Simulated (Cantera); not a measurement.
Input: 1 mol Si, 4.3 mol NF3, 18 mol N2, held at 1598 K and 13300 Pa.

Method: chemical equilibrium by Gibbs-energy minimisation in Cantera with the NASA 1993 tables (ideal gas, pure condensed phases). Candidate condensed phases: Si, Si3N4; 16 gas species. Equilibrium is a limit: real reactors are often held back by kinetics, nucleation or transport.

Base state: N2 0.671, F 0.295, SiF4 0.0333, F2 0.000686 (mole fractions); condensed: gas only.

What changes in the equilibrium state with this change: temperature from 1598 K to 1248.15 K?


| species | before | after |
|---|---|---|
| N2 | 0.671 | 0.683 |
| F | 0.295 | 0.265 |
| SiF4 | 0.0333 | 0.0339 |
| F2 | 0.000686 | 0.0186 |
